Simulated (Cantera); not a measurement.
Input (Python, Cantera):

```python
import numpy as np
import cantera as ct

gas = ct.Solution("gri30.yaml")
gas.TPX = 925, 2666, {'H2': 0.22, 'O2': 1}
reactor = ct.IdealGasConstPressureReactor(gas, energy="off", clone=False)
net = ct.ReactorNet([reactor])
net.rtol, net.atol = 1e-08, 1e-18
show = ['H2', 'O2', 'H2O', 'HO2', 'H2O2']
times = np.geomspace(2e-05, 70, 10)

steps = ct.SolutionArray(gas, extra=["t"])
rows = []
print(f"{'t/s':>10s}{'T/K':>9s}{'P/Pa':>11s}" + "".join(f"{s:>11s}" for s in show))
for t in times:
    while net.time < t:
        t_next = net.step()
        steps.append(gas.state, t=t_next)
    rows.append([np.interp(t, steps.t, y) for y in (steps.T, steps.P, *steps(*show).X.T)])
    print(f"{t:10.3e}{rows[-1][0]:9.1f}{rows[-1][1]:11.4g}" + "".join(f"{x:11.3e}" for x in rows[-1][2:]))
rate = np.gradient(steps.T, steps.t)
print("integrator steps:", len(steps.t))
if steps.T.max() > steps.T[0] + 200:
    print(f"time of steepest temperature rise: {steps.t[rate.argmax()]:.4e} s")
gas.TPX = 925, 2666, {'H2': 0.22, 'O2': 1}
gas.equilibrate("TP")
print(f"equilibrium (TP): T = {gas.T:.1f} K  " + "  ".join(f"{s} {gas[s].X[0]:.3e}" for s in show))
```

It prints:

```
       t/s      T/K       P/Pa         H2         O2        H2O        HO2       H2O2
 2.000e-05    925.0       2666  1.803e-01  8.197e-01  1.445e-13  6.259e-12  8.607e-17
 1.067e-04    925.0       2666  1.803e-01  8.197e-01  1.126e-11  3.408e-11  2.478e-15
 5.692e-04    925.0       2666  1.803e-01  8.197e-01  1.615e-09  2.572e-10  8.329e-14
 3.037e-03    925.0       2666  1.610e-01  8.106e-01  1.438e-02  1.656e-05  1.755e-07
 1.620e-02    925.0       2666  1.010e-03  8.015e-01  1.969e-01  1.413e-05  8.134e-07
 8.642e-02    925.0       2666  9.332e-05  8.018e-01  1.981e-01  2.320e-06  2.701e-07
 4.610e-01    925.0       2666  3.698e-06  8.018e-01  1.982e-01  1.700e-07  6.246e-08
 2.460e+00    925.0       2666  5.101e-08  8.018e-01  1.982e-01  1.216e-08  1.265e-08
 1.312e+01    925.0       2666  1.781e-09  8.018e-01  1.982e-01  1.685e-09  2.747e-09
 7.000e+01    925.0       2666  2.570e-10  8.018e-01  1.982e-01  3.601e-10  5.984e-10
integrator steps: 1647
equilibrium (TP): T = 925.0 K  H2 1.066e-11  O2 8.018e-01  H2O 1.982e-01  HO2 3.956e-10  H2O2 2.894e-11
```

Computed with Cantera and GRI-Mech 3.0 (53 species, 325 reactions). Radical loss at walls, strong at low pressure, is not modelled. Below about 950 K walls govern HO2 and H2O2 in real vessels. The temperature is held fixed by assumption; the heat of reaction is taken as removed at once.
